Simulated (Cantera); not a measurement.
An isothermal, constant-pressure homogeneous reactor starts with H₂ : O₂ = 0.025 : 1 (molar parts), equivalence ratio 0.013, at 1148 K and 0.0110 bar.

Detailed kinetics in Cantera: the H2/O2 subset of GRI-Mech 3.0, which has no nitrogen chemistry. Radical loss at walls, strong at low pressure, is not modelled.

x: mole fraction; the columns are a selection and need not sum to one.

```json
[
 {"t (s)": "0.000400", "x H₂": "0.0244", "x O₂": "0.976", "x HO₂": "___", "x O": "3.38e-9", "x OH": "2.48e-9"},
 {"t (s)": "0.000913", "x H₂": "0.0244", "x O₂": "0.976", "x HO₂": "___", "x O": "2.20e-8", "x OH": "1.44e-8"},
 {"t (s)": "0.00208", "x H₂": "0.0244", "x O₂": "0.976", "x HO₂": "___", "x O": "6.52e-7", "x OH": "4.15e-7"},
 {"t (s)": "0.00476", "x H₂": "0.0226", "x O₂": "0.974", "x HO₂": "___", "x O": "0.00103", "x OH": "0.000624"},
 {"t (s)": "0.0109", "x H₂": "0.000305", "x O₂": "0.956", "x HO₂": "___", "x O": "0.0174", "x OH": "0.00166"},
 {"t (s)": "0.0248", "x H₂": "0.000199", "x O₂": "0.959", "x HO₂": "___", "x O": "0.0152", "x OH": "0.00140"},
 {"t (s)": "0.0566", "x H₂": "0.000145", "x O₂": "0.963", "x HO₂": "___", "x O": "0.0109", "x OH": "0.00120"},
 {"t (s)": "0.129", "x H₂": "7.91e-5", "x O₂": "0.969", "x HO₂": "___", "x O": "0.00583", "x OH": "0.000886"},
 {"t (s)": "0.295", "x H₂": "2.95e-5", "x O₂": "0.973", "x HO₂": "___", "x O": "0.00215", "x OH": "0.000542"},
 {"t (s)": "0.673", "x H₂": "8.01e-6", "x O₂": "0.975", "x HO₂": "___", "x O": "0.000586", "x OH": "0.000284"},
 {"t (s)": "1.54", "x H₂": "1.89e-6", "x O₂": "0.975", "x HO₂": "___", "x O": "0.000139", "x OH": "0.000139"},
 {"t (s)": "3.50", "x H₂": "4.51e-7", "x O₂": "0.975", "x HO₂": "___", "x O": "3.35e-5", "x OH": "6.82e-5"},
 {"t (s)": "8.00", "x H₂": "1.19e-7", "x O₂": "0.975", "x HO₂": "___", "x O": "8.95e-6", "x OH": "3.52e-5"}
]
```

Complete the blanks.


- 0.000400, x HO₂: 2.59e-9
- 0.000913, x HO₂: 5.97e-9
- 0.00208, x HO₂: 1.62e-8
- 0.00476, x HO₂: 1.74e-6
- 0.0109, x HO₂: 2.07e-6
- 0.0248, x HO₂: 1.87e-6
- 0.0566, x HO₂: 1.67e-6
- 0.129, x HO₂: 1.31e-6
- 0.295, x HO₂: 8.31e-7
- 0.673, x HO₂: 4.02e-7
- 1.54, x HO₂: 1.54e-7
- 3.50, x HO₂: 5.12e-8
- 8.00, x HO₂: 1.67e-8
